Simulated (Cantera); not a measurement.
A Cantera script and its output.

```python
import numpy as np
import cantera as ct

surf = ct.Interface("diamond.yaml", "diamond_100")
gas, bulk = surf.adjacent["gas"], surf.adjacent["diamond"]
k = surf.kinetics_species_index(bulk.species_names[0])
cover = ["c6HH", "c6H*", "c6*H", "c6**", "c6HM", "c6B"]

rows, drift = [], 0.0
print(f"{'T':>10s}{'um/h':>11s}" + "".join(f"{s:>11s}" for s in cover))
for v in [925, 1000, 1075, 1150, 1225, 1300, 1375]:
    T, P, xH, xCH3 = v, 22000, 0.00028, 0.0002
    gas.TPX = T, P, {"H": xH, "CH3": xCH3, "CH4": 0.0033, "H2": 1 - xH - xCH3 - 0.0033}
    surf.TP = bulk.TP = T, P
    surf.coverages = "c6H*:0.1, c6HH:0.9"
    surf.advance_coverages(100.0)
    before = surf.coverages
    surf.advance_coverages(100.0)
    drift = max(drift, np.max(np.abs(surf.coverages - before) / (surf.coverages + 1e-9)))
    rate = surf.net_production_rates[k] * bulk.mean_molecular_weight / bulk.density * 3.6e9
    rows.append([rate, *surf[cover].coverages])
    print(f"{v:10.4g}{rate:11.4e}" + "".join(f"{x:11.3e}" for x in rows[-1][1:]))
```

Output:

```
         T       um/h       c6HH       c6H*       c6*H       c6**       c6HM        c6B
       925 8.8142e+00  4.197e-01  7.433e-03  1.911e-01  2.527e-03  2.980e-01  2.392e-08
      1000 1.2462e+01  4.387e-01  1.261e-02  2.579e-01  4.641e-03  2.088e-01  3.382e-08
      1075 1.1648e+01  4.772e-01  2.018e-02  3.393e-01  7.590e-03  1.047e-01  3.161e-08
      1150 6.2267e+00  5.063e-01  2.857e-02  4.050e-01  1.039e-02  2.969e-02  1.690e-08
      1225 3.0371e+00  5.126e-01  3.500e-02  4.270e-01  1.179e-02  6.161e-03  8.241e-09
      1300 1.9696e+00  5.210e-01  3.954e-02  4.224e-01  1.201e-02  1.250e-03  5.345e-09
      1375 1.2307e+00  5.393e-01  4.260e-02  4.044e-01  1.155e-02  2.687e-04  3.340e-09
```

Computed with Cantera and the Harris–Goodwin 1993 mechanism for the reconstructed diamond (100) surface.
